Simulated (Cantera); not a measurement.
What does this Cantera script print?

```python
import numpy as np
import cantera as ct

gas_names = """
    C CH CH2 CH3 CH2OH CH3O CH4 CH3OH CO CO2 COOH C2 C2H CHCO,ketyl C2H2,acetylene C2H2,vinylidene
    CH2CO,ketene C2H3,vinyl CH3CO,acetyl C2H4 C2H4O,ethylen CH3CHO,ethanal CH3COOH (HCOOH)2 C2H5 C2H6
    CH3OCH3 C2H5OH C2O C3 C3H3,propargyl C3H4,allene C3H4,propyne C3H4,cyclo- C3H5,allyl C3H6,propylene
    C3H6,cyclo- C3H6O C3H7,n-propyl C3H7,i-propyl C3H8 C3H8O,1propanol C3H8O,2propanol C3O2 C4 C4H2
    C4H4,1,3-cyclo- C4H6,butadiene C4H6,2-butyne C4H6,cyclo- C4H8,1-butene C4H8,cis2-buten
    C4H8,tr2-butene C4H8,isobutene C4H8,cyclo- (CH3COOH)2 C4H9,n-butyl C4H9,i-butyl C4H9,s-butyl
    C4H9,t-butyl C4H10,isobutane C4H10,n-butane C5 C5H6,1,3cyclo- C5H8,cyclo- C5H10,1-pentene
    C5H10,cyclo- C5H11,pentyl C5H11,t-pentyl C5H12,n-pentane C5H12,i-pentane CH3C(CH3)2CH3 C6H2
    C6H5,phenyl C6H5O,phenoxy C6H6 C6H5OH,phenol C6H10,cyclo- C6H12,1-hexene C6H12,cyclo- C6H13,n-hexyl
    C7H7,benzyl C7H8 C7H8O,cresol C7H14,1-heptene C7H15,n-heptyl C7H16,n-heptane C8H8,styrene
    C8H10,ethylbenz C8H16,1-octene C8H17,n-octyl C8H18,isooctane C8H18,n-octane C9H19,n-nonyl
    C10H8,naphthale C10H21,n-decyl C12H9,o-bipheny C12H10,bipheny Cu CuO Cu2 H HCO HO2 H2
    HCHO,formaldehy HCOOH H2O H2O2 O OH O2 O3
""".split()
cond_names = """
    C(gr) C6H6(L) C7H8(L) C8H18(L),n-octa Cu(cr) Cu(L) CuO(s) CuO2H2(s) Cu2O(s) Cu2O(L) H2O(s) H2O(L)
""".split()


def load(file, names, dense=False):
    # The tables refer to 1 bar. Condensed volumes are neglected.
    table = {s.name: s for s in ct.Species.list_from_file(file)}
    out = []
    for n in names:
        d = dict(table[n].input_data)
        d["thermo"] = dict(d["thermo"], **{"reference-pressure": 1e5})
        if dense:
            d["equation-of-state"] = {"model": "constant-volume", "density": "1e6 g/cm^3"}
        out.append(ct.Species.from_dict(d))
    return out


gas = ct.Solution(thermo="ideal-gas", species=load("nasa_gas.yaml", gas_names))
cond = {s.name: ct.Solution(thermo="fixed-stoichiometry", species=[s], name=s.name)
        for s in load("nasa_condensed.yaml", cond_names, dense=True)}
atoms = {
    'CuO': {'Cu': 1, 'O': 1},
    'C': {'C': 1},
    'H2': {'H': 2},
}
top_T = {'C(gr)': 4500, 'CuO(s)': 1390}  # K; cautious upper limits of use, not melting points


def equilibrate(T, P, feed):
    n = {}
    for name, mol in feed.items():
        for a, k in atoms[name].items():
            n[a] = n.get(a, 0.0) + k * mol
    gas.TPX = T, P, n
    mass = sum(n.values()) * gas.mean_molecular_weight
    gas.equilibrate("TP")
    valid = [c for c in cond.values() if c.min_temp <= T <= top_T.get(c.name, c.max_temp)]
    mix = ct.Mixture([(gas, mass / gas.mean_molecular_weight)] + [(c, 0.0) for c in valid])
    mix.T, mix.P = T, P
    mix.equilibrate("TP", solver="vcs", rtol=1e-11, max_steps=5000)
    return mix


results = []
feed = {'CuO': 1, 'C': 2.7, 'H2': 5.3}  # mol
T = 2425  # K
P = 101325  # Pa
mix = equilibrate(T, P, feed)
results.append((T, P, feed, dict(zip(mix.species_names, mix.species_moles))))
x = sorted(zip(gas.X, gas.species_names), reverse=True)
print(f"T = {T:g} K  P = {P:g} Pa  gas = {mix.phase_moles(0):.4g} mol")
print("   x: " + "  ".join(f"{s} {v:.3e}" for v, s in x if v > 1e-05))
print("   condensed (mol): " + ("  ".join(f"{mix.phase(i).name} {mix.phase_moles(i):.4g}"
      for i in range(1, mix.n_phases) if mix.phase_moles(i) > 1e-12) or "none"))
```

Output:

```
T = 2425 K  P = 101325 Pa  gas = 7.134 mol
   x: H2 7.294e-01  CO 1.402e-01  Cu 1.080e-01  H 1.518e-02  C2H2,acetylene 5.695e-03  Cu2 1.426e-03  CH4 9.168e-05  CH3 3.492e-05  C4H2 1.831e-05
   condensed (mol): C(gr) 1.617  Cu(L) 0.2093
```

Method: chemical equilibrium by Gibbs-energy minimisation in Cantera with the NASA 1993 tables (ideal gas, pure condensed phases).
